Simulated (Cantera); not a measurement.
Equilibrium for carbothermic reduction: Cu2O + CO + H2

Charge: 1 mol Cu2O, 0.93 mol CO, a varied amount of H2, at 2173 K and 20.0 Pa.

Equilibrium computed with Cantera from the NASA thermochemical tables; the gas is ideal and each condensed phase is pure. Candidate condensed phases: C, C6H6, C7H8, C8H18, Cu, CuO, Cu(OH)2, Cu2O, H2O; 113 gas species. The numbers say what is thermodynamically allowed, not how fast it happens.

| n(H2) (mol) | x H2 | x Cu | x H | x CO | x H2O | x CO2 | x OH | x O |
|---|---|---|---|---|---|---|---|---|
| 1.4 | 0.104 | 0.423 | 0.110 | 0.159 | 0.128 | 0.0377 | 0.0181 | 0.0135 |
| 1.9 | 0.153 | 0.378 | 0.133 | 0.151 | 0.132 | 0.0251 | 0.0154 | 0.00945 |
| 2.5 | 0.206 | 0.334 | 0.155 | 0.139 | 0.127 | 0.0165 | 0.0128 | 0.00675 |
| 3.1 | 0.253 | 0.299 | 0.172 | 0.128 | 0.120 | 0.0116 | 0.0109 | 0.00518 |
| 3.7 | 0.292 | 0.271 | 0.185 | 0.117 | 0.112 | 0.00864 | 0.00945 | 0.00418 |
| 4.3 | 0.326 | 0.247 | 0.195 | 0.108 | 0.104 | 0.00667 | 0.00834 | 0.00349 |
| 4.8 | 0.350 | 0.231 | 0.202 | 0.102 | 0.0985 | 0.00551 | 0.00760 | 0.00307 |
| 5.4 | 0.376 | 0.213 | 0.209 | 0.0948 | 0.0921 | 0.00447 | 0.00686 | 0.00268 |
| 6 | 0.398 | 0.199 | 0.215 | 0.0886 | 0.0865 | 0.00371 | 0.00626 | 0.00237 |
| 6.6 | 0.418 | 0.186 | 0.221 | 0.0832 | 0.0815 | 0.00312 | 0.00576 | 0.00213 |
| 7.2 | 0.435 | 0.174 | 0.225 | 0.0784 | 0.0769 | 0.00267 | 0.00533 | 0.00193 |
| 7.8 | 0.451 | 0.164 | 0.229 | 0.0741 | 0.0728 | 0.00231 | 0.00496 | 0.00177 |
| 8.3 | 0.462 | 0.157 | 0.232 | 0.0708 | 0.0697 | 0.00206 | 0.00469 | 0.00165 |
x: gas mole fraction; nothing condenses.

From 1.4 mol H2 to 8.3 mol H2 nothing is condensed. The main Cu-bearing gas is Cu throughout.
